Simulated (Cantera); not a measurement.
Input: 1 mol SiHCl3, 14 mol H2, equilibrated at 977 °C and 75.0 Torr.

These are equilibrium values from Cantera (NASA tables, ideal gas, pure condensed phases), not measurements of a reactor. Candidate condensed phases: Si; 19 gas species. The tables' values for SiCl3 are old estimates; treat these amounts as uncertain. Equilibrium is a limit: real reactors are often held back by kinetics, nucleation or transport.

Base state: H2 0.891, HCl 0.0683, SiCl4 0.0150, SiCl2 0.0132, SiHCl3 0.00696, SiCl3 0.00525, SiH2Cl2 0.000440 (mole fractions); condensed: Si(s).

### Question
What changes in the equilibrium state with this change: 1.2 mol O2 added?

### Answer
| species | before | after |
|---|---|---|
| H2 | 0.891 | 0.787 |
| HCl | 0.0683 | 0.188 |
| H2O | 0 | 0.0250 |
| SiCl4 | 0.0150 | <1e-9 |
| SiCl2 | 0.0132 | <1e-9 |
| SiHCl3 | 0.00696 | <1e-9 |
| SiCl3 | 0.00525 | <1e-9 |
| SiH2Cl2 | 0.000440 | <1e-9 |
| Si(s), mol | 0.363 | 0 |
| SiO2(β-quartz), mol | 0 | 1.00 |
The tables hold silica as quartz up to 1696 K and as liquid above; real silica turns to tridymite and cristobalite and melts near 1996 K. Further candidate phases: H2O, SiO2.

### Question
What changes in the equilibrium state with this change: H2 from 14 to 980 mol?

### Answer
| species | before | after |
|---|---|---|
| H2 | 0.891 | 0.997 |
| HCl | 0.0683 | 0.00300 |
| SiCl2 | 0.0132 | 2.28e-5 |
| SiCl4 | 0.0150 | 4.48e-8 |
| SiCl3 | 0.00525 | 3.78e-7 |
| SiHCl3 | 0.00696 | 5.29e-7 |
| SiH2Cl2 | 0.000440 | 8.51e-7 |
| Si(s), mol | 0.363 | 0.975 |
